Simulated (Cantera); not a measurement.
# Premixed flame

A freely propagating, adiabatic, planar premixed flame of 37.1 % H₂, 13.2 % O₂, 49.7 % N₂, unburnt at 450 K and 0.133 bar; multicomponent transport, grid criteria slope 0.08 and curve 0.16, no radiation.

Detailed kinetics in Cantera: the H2/O2 subset of GRI-Mech 3.0, which has no nitrogen chemistry. Burning velocities carry a grid error of a few per cent, more on coarse grids.

```json
[
 {"z (mm)": "-17.2", "T (K)": "450", "u (m/s)": "4.14", "x H₂": "0.371", "x O₂": "0.132", "x OH": "<1e-8", "x H": "<1e-8", "x H₂O₂": "<1e-8", "x HO₂": "<1e-8"},
 {"z (mm)": "-11.5", "T (K)": "450", "u (m/s)": "4.14", "x H₂": "0.371", "x O₂": "0.132", "x OH": "<1e-8", "x H": "<1e-8", "x H₂O₂": "<1e-8", "x HO₂": "<1e-8"},
 {"z (mm)": "-8.59", "T (K)": "450", "u (m/s)": "4.14", "x H₂": "0.371", "x O₂": "0.132", "x OH": "<1e-8", "x H": "<1e-8", "x H₂O₂": "<1e-8", "x HO₂": "<1e-8"},
 {"z (mm)": "-5.73", "T (K)": "450", "u (m/s)": "4.14", "x H₂": "0.371", "x O₂": "0.132", "x OH": "<1e-8", "x H": "<1e-8", "x H₂O₂": "<1e-8", "x HO₂": "3.54e-8"},
 {"z (mm)": "-2.86", "T (K)": "456", "u (m/s)": "4.20", "x H₂": "0.370", "x O₂": "0.132", "x OH": "2.79e-5", "x H": "0.000101", "x H₂O₂": "1.70e-6", "x HO₂": "7.45e-5"},
 {"z (mm)": "-1.43", "T (K)": "640", "u (m/s)": "5.82", "x H₂": "0.345", "x O₂": "0.127", "x OH": "0.000449", "x H": "0.00899", "x H₂O₂": "4.79e-6", "x HO₂": "4.43e-5"},
 {"z (mm)": "0", "T (K)": "1082", "u (m/s)": "9.50", "x H₂": "0.200", "x O₂": "0.0777", "x OH": "0.00242", "x H": "0.0745", "x H₂O₂": "4.39e-7", "x HO₂": "1.37e-5"},
 {"z (mm)": "1.43", "T (K)": "1357", "u (m/s)": "11.8", "x H₂": "0.0946", "x O₂": "0.0174", "x OH": "0.00594", "x H": "0.113", "x H₂O₂": "5.06e-7", "x HO₂": "2.84e-6"},
 {"z (mm)": "2.86", "T (K)": "1465", "u (m/s)": "12.6", "x H₂": "0.0894", "x O₂": "0.0108", "x OH": "0.00751", "x H": "0.107", "x H₂O₂": "4.42e-7", "x HO₂": "1.57e-6"},
 {"z (mm)": "5.73", "T (K)": "1588", "u (m/s)": "13.6", "x H₂": "0.0951", "x O₂": "0.00904", "x OH": "0.00921", "x H": "0.0925", "x H₂O₂": "3.14e-7", "x HO₂": "1.15e-6"},
 {"z (mm)": "11.5", "T (K)": "1728", "u (m/s)": "14.6", "x H₂": "0.101", "x O₂": "0.00733", "x OH": "0.0107", "x H": "0.0763", "x H₂O₂": "1.80e-7", "x HO₂": "8.17e-7"},
 {"z (mm)": "22.9", "T (K)": "1873", "u (m/s)": "15.7", "x H₂": "0.106", "x O₂": "0.00547", "x OH": "0.0116", "x H": "0.0601", "x H₂O₂": "9.43e-8", "x HO₂": "5.58e-7"},
 {"z (mm)": "45.8", "T (K)": "2015", "u (m/s)": "16.7", "x H₂": "0.110", "x O₂": "0.00365", "x OH": "0.0114", "x H": "0.0448", "x H₂O₂": "4.92e-8", "x HO₂": "3.69e-7"}
]
```
x: mole fraction of selected species; z is measured from the peak of heat release.

The laminar burning velocity is 414 cm/s, the thermal thickness is 5.73 mm and the peak x(OH) is 0.0117. The peak x(H) is 0.113 and the peak x(H₂O₂) comes out as 6.81e-6. The peak x(HO₂) is 8.66e-5.
